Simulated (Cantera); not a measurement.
An isothermal, constant-pressure homogeneous reactor starts with CH4 : N2 = 1 : 7 (molar parts), at 1950 K and 13300 Pa.

Computed with Cantera and GRI-Mech 3.0 (53 species, 325 reactions). GRI-Mech 3.0 stops at C3 and has no aromatics, soot or wall deposition, so with more carbon than oxygen in the feed, carbon stays in small species such as C2H2 where larger ones or solid carbon would form.

One state of this run: x CH4 = 0.00595; x H2 = 0.158; x H = 0.000892; x C2H6 = 1.22e-6; x HCN = 1.89e-5. x: mole fraction; the columns are a selection and need not sum to one.

Problem. Which value of t (s) does it belong to?
A. 8.35e-5
B. 0.341
C. 0.000440
D. 0.0122

Solution. D, 0.0122
